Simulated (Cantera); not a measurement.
## Iron carbonyl, mercury and lead vapours: PbO + CO + H2

Feed: 1 mol PbO, a varied amount of CO, 5.4 mol H2, at 525 °C and 1.10 bar.

These are equilibrium values from Cantera (NASA tables, ideal gas, pure condensed phases), not measurements of a reactor. Candidate condensed phases: C, C6H6, C7H8, C8H18, H2O, Pb, PbO, PbO2, Pb3O4; 113 gas species. The numbers say what is thermodynamically allowed, not how fast it happens.

```tsv
n(CO) (mol)	x H2	x H2O	x CH4	x CO2	x CO	x C2H6	x Pb	n Pb(l)	n C(graphite)
0.048	0.796	0.195	0.00880	8.68e-5	8.25e-5	1.89e-9	5.21e-8	1.00	0
0.076	0.784	0.202	0.0140	0.000155	0.000141	4.85e-9	5.21e-8	1.00	0
0.12	0.766	0.211	0.0222	0.000296	0.000251	1.25e-8	5.21e-8	1.00	0
0.2	0.733	0.228	0.0372	0.000692	0.000520	3.67e-8	5.21e-8	1.00	0
0.31	0.688	0.251	0.0578	0.00169	0.00108	9.46e-8	5.21e-8	1.00	0
0.5	0.613	0.287	0.0920	0.00557	0.00278	2.69e-7	5.21e-8	1.00	0
0.8	0.515	0.321	0.136	0.0205	0.00770	6.98e-7	5.21e-8	1.00	0
1.3	0.416	0.320	0.181	0.0640	0.0194	1.53e-6	5.21e-8	1.00	0
2	0.352	0.306	0.190	0.119	0.0321	1.99e-6	5.21e-8	1.00	0.226
3.3	0.306	0.329	0.143	0.182	0.0397	1.30e-6	5.21e-8	1.00	1.16
```
x: gas mole fraction; n: condensed amount in mol.

From 0.048 mol CO to 1.3 mol CO the condensed part is Pb(l). From 2 mol CO to 3.3 mol CO the condensed part is C(graphite) + Pb(l). The main Pb-bearing gas is Pb throughout.
